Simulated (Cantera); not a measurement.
# Hydrocarbon pyrolysis for carbon deposition

An isothermal, constant-pressure homogeneous reactor starts with CH4 : H2 = 1 : 96 (molar parts), at 1550 K and 0.300 bar.

Model: GRI-Mech 3.0 (53 species, 325 reactions), integrated in Cantera. GRI-Mech 3.0 stops at C3 and has no aromatics, soot or wall deposition, so with more carbon than oxygen in the feed, carbon stays in small species such as C2H2 where larger ones or solid carbon would form.

```tsv
t (s)	x CH4	x H2	x CH3	x C2H	x CH2
0.000200	0.0103	0.990	3.22e-7	<1e-12	<1e-12
0.000773	0.0103	0.990	1.22e-6	<1e-12	6.20e-12
0.00299	0.0103	0.990	4.48e-6	<1e-12	8.41e-11
0.0116	0.0103	0.990	1.08e-5	<1e-12	4.90e-10
0.0447	0.0103	0.990	1.18e-5	1.34e-12	5.89e-10
0.173	0.0102	0.990	1.17e-5	7.26e-12	5.84e-10
0.669	0.00987	0.990	1.14e-5	2.89e-11	5.68e-10
2.59	0.00889	0.990	1.03e-5	9.60e-11	5.17e-10
10.0	0.00713	0.991	8.36e-6	2.19e-10	4.25e-10
```
x: mole fraction; the columns are a selection and need not sum to one.

Equilibrium at this temperature and pressure: CH4 0.00639, H2 0.992, CH3 7.53e-6, C2H 2.72e-10, CH2 3.86e-10 (gas phase only).
